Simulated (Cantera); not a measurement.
An isothermal, constant-pressure homogeneous reactor starts with 2.27 % C₂H₆, 97.7 % H₂, at 1925 K and 36.0 Pa.

Computed with Cantera and GRI-Mech 3.0 (53 species, 325 reactions). GRI-Mech 3.0 stops at C3 and has no aromatics, soot or wall deposition, so with more carbon than oxygen in the feed, carbon stays in small species such as C2H2 where larger ones or solid carbon would form. Radical loss at walls, strong at low pressure, is not modelled.

x: mole fraction; the columns are a selection and need not sum to one.

```
t (s)       x C₂H₆   x H₂    x C₂H₂    x C₂H    x C₂H₄
--------  --------  -----  --------  -------  --------
2.00e-6     0.0227  0.977    <1e-12   <1e-12  6.19e-11
1.04e-5     0.0226  0.977    <1e-12   <1e-12   1.77e-9
5.45e-5     0.0221  0.977  1.12e-11   <1e-12         …
0.000284    0.0195  0.974   9.20e-9   <1e-12   1.38e-5
0.00148    0.00783  0.957   3.54e-5  3.94e-9   0.00138
0.00775    6.64e-6  0.943   0.00248  6.12e-7   0.00136
0.0404     3.58e-6  0.949   0.00641  1.25e-6  0.000385
0.211            …  0.959         …        …         …
1.10       2.85e-7  0.966    0.0167  1.71e-6   3.04e-5
5.75       1.82e-8  0.968    0.0205  2.64e-6   2.77e-6
30.0      1.35e-10  0.964    0.0215  4.66e-6   3.39e-7
```

### Question
Fill in the missing entries.

### Answer

- 5.45e-5, x C₂H₄: 7.69e-8
- 0.211, x C₂H₆: 1.34e-6
- 0.211, x C₂H₂: 0.0117
- 0.211, x C₂H: 1.52e-6
- 0.211, x C₂H₄: 0.000138
